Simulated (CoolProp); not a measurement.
Properties of C3F8 (R218) along the isobar 1.1 MPa.

Values from CoolProp's reference Helmholtz-energy equation of state, Lemmon 2006. It is a short technical equation, of lower accuracy than the large ones.

```
T (°C)  phase  density (kg/m³)  expansivity (1/kK)  viscosity (µPa s)
------  -----  ---------------  ------------------  -----------------
46.25     gas            100.5               7.724         (withheld)
61.35     gas            90.71               5.991               14.4
76.45     gas            83.53               5.009               15.0
91.45     gas            77.88          (withheld)               15.6
106.55    gas            73.18               3.904               16.2
121.65    gas            69.18               3.553         (withheld)
136.75    gas            65.71               3.274         (withheld)
151.75    gas            62.67          (withheld)               18.0
166.85    gas            59.94               2.858               18.6
```

### Question
Some entries are withheld; supply them.

### Answer

- 46.25, viscosity (µPa s): 13.9
- 91.45, expansivity (1/kK): 4.367
- 121.65, viscosity (µPa s): 16.8
- 136.75, viscosity (µPa s): 17.4
- 151.75, expansivity (1/kK): 3.048

Viscosity comes from a separate model (Huber 2003), an estimate that may be off by 10 % or more.
